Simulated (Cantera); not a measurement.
# Pyrogenic steam for wet oxidation

An isothermal, constant-pressure homogeneous reactor starts with 43.8 % H2, 4.38 % O2, 51.8 % N2, at 900 K and 15000 Pa.

Detailed kinetics in Cantera: the H2/O2 subset of GRI-Mech 3.0, which has no nitrogen chemistry. Below about 950 K walls govern HO2 and H2O2 in real vessels. The temperature is held fixed by assumption; the heat of reaction is taken as removed at once.

```
t (s)      x H2      x O2    x H2O2     x H2O       x O     x HO2
--------  -----  --------  --------  --------  --------  --------
0.000500  0.438    0.0438    <1e-12  6.28e-11  1.58e-12  7.12e-11
0.00107   0.438    0.0438  1.38e-12  5.19e-10  7.88e-12  2.81e-10
0.00229   0.438    0.0438  2.41e-11   1.17e-8  1.40e-10   4.14e-9
0.00491   0.438    0.0438   9.50e-9   5.13e-6   5.81e-8   1.45e-6
0.0105    0.355  0.000802  9.89e-11    0.0891   8.69e-6   2.19e-7
0.0226    0.364   9.07e-7  4.27e-12    0.0915   1.38e-8  2.50e-10
0.0483    0.366   1.50e-8  1.48e-12    0.0916   1.58e-9  4.16e-12
0.103     0.366  4.95e-10    <1e-12    0.0916  2.81e-10    <1e-12
0.222     0.366  2.74e-11    <1e-12    0.0917  5.60e-11    <1e-12
0.475     0.367  3.26e-12    <1e-12    0.0917  1.17e-11    <1e-12
1.02      0.367    <1e-12    <1e-12    0.0917  2.51e-12    <1e-12
2.18      0.367    <1e-12    <1e-12    0.0917    <1e-12    <1e-12
4.67      0.367    <1e-12    <1e-12    0.0917    <1e-12    <1e-12
10.0      0.367    <1e-12    <1e-12    0.0917    <1e-12    <1e-12
```
x: mole fraction; the columns are a selection and need not sum to one.

Equilibrium at this temperature and pressure: H2 0.367, O2 <1e-12, H2O2 <1e-12, H2O 0.0917, O <1e-12, HO2 <1e-12 (gas phase only).
